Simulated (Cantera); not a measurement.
An isothermal, constant-pressure homogeneous reactor starts with CO : O₂ : H₂O : N₂ = 0.029 : 0.028 : 0.00012 : 1 (molar parts), at 1375 K and 101000 Pa. Integrator tolerance rtol = 1e-08.

Detailed kinetics in Cantera: GRI-Mech 3.0 (53 species, 325 reactions).

Q: What does this change do: O2 0.028 to 0.014 parts?

A: 
```json
[
 {"quantity": "x(CO) at 6.00 s", "before": "1.86e-7 (gas-phase equilibrium 1.55e-7)", "after": "0.000987 (gas-phase equilibrium 0.000970)"},
 {"quantity": "x(O₂) at 6.00 s", "before": "0.0129 (gas-phase equilibrium 0.0129)", "after": "1.98e-6 (gas-phase equilibrium 3.15e-10)"},
 {"quantity": "x(H₂O) at 6.00 s", "before": "0.000115 (gas-phase equilibrium 0.000115)", "after": "0.000114 (gas-phase equilibrium 0.000115)"},
 {"quantity": "x(N₂O) at 6.00 s", "before": "1.36e-8 (gas-phase equilibrium 1.23e-8)", "after": "9.37e-9 (gas-phase equilibrium 1.94e-12)"},
 {"quantity": "x(NO) at 6.00 s", "before": "1.22e-5 (gas-phase equilibrium 0.000172)", "after": "1.30e-5 (gas-phase equilibrium 2.71e-8)"},
 {"quantity": "x(H₂) at 6.00 s", "before": "3.40e-10 (gas-phase equilibrium 3.10e-10)", "after": "2.01e-6 (gas-phase equilibrium 1.98e-6)"},
 {"quantity": "x(OH) at 6.00 s", "before": "4.21e-7 (gas-phase equilibrium 4.02e-7)", "after": "3.09e-7 (gas-phase equilibrium 5.03e-9)"}
]
```

Q: What does this change do: temperature 1375 to 1025 K?

A: 
```json
[
 {"quantity": "x(CO) at 6.00 s", "before": "1.86e-7 (gas-phase equilibrium 1.55e-7)", "after": "0.0196 (gas-phase equilibrium 3.41e-11)"},
 {"quantity": "x(O₂) at 6.00 s", "before": "0.0129 (gas-phase equilibrium 0.0129)", "after": "0.0226 (gas-phase equilibrium 0.0129)"},
 {"quantity": "x(H₂O) at 6.00 s", "before": "0.000115 (gas-phase equilibrium 0.000115)", "after": "0.000111 (gas-phase equilibrium 0.000115)"},
 {"quantity": "x(N₂O) at 6.00 s", "before": "1.36e-8 (gas-phase equilibrium 1.23e-8)", "after": "5.42e-7 (gas-phase equilibrium 1.00e-9)"},
 {"quantity": "x(NO) at 6.00 s", "before": "1.22e-5 (gas-phase equilibrium 0.000172)", "after": "7.92e-9 (gas-phase equilibrium 1.13e-5)"},
 {"quantity": "x(H₂) at 6.00 s", "before": "3.40e-10 (gas-phase equilibrium 3.10e-10)", "after": "2.57e-6 (gas-phase equilibrium <1e-12)"},
 {"quantity": "x(OH) at 6.00 s", "before": "4.21e-7 (gas-phase equilibrium 4.02e-7)", "after": "1.75e-8 (gas-phase equilibrium 3.13e-9)"}
]
```
